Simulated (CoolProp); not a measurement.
Oxygen along the isotherm 16.95 °C: Z from the reference equation and from simpler models built on Tc = -118.6 °C, pc = 50.46 bar, ω = 0.022; each cubic takes its own stable root.

Values from CoolProp's reference Helmholtz-energy equation of state, Schmidt 1985.

```
p (bar)          phase  reference  Redlich-Kwong  Soave-Redlich-Kwong
-------  -------------  ---------  -------------  -------------------
0.798              gas     0.9994         0.9993               0.9995
1.51               gas     0.9989         0.9987               0.9990
2.87               gas     0.9979         0.9976               0.9981
5.44               gas     0.9961         0.9955               0.9965
10.3               gas     0.9926         0.9915               0.9934
19.5               gas     0.9862         0.9843               0.9878
37                 gas     0.9748         0.9715               0.9782
70.2     supercritical     0.9560         0.9510               0.9637
133      supercritical     0.9342         0.9284               0.9512
252      supercritical     0.9506         0.9461               0.9795
```
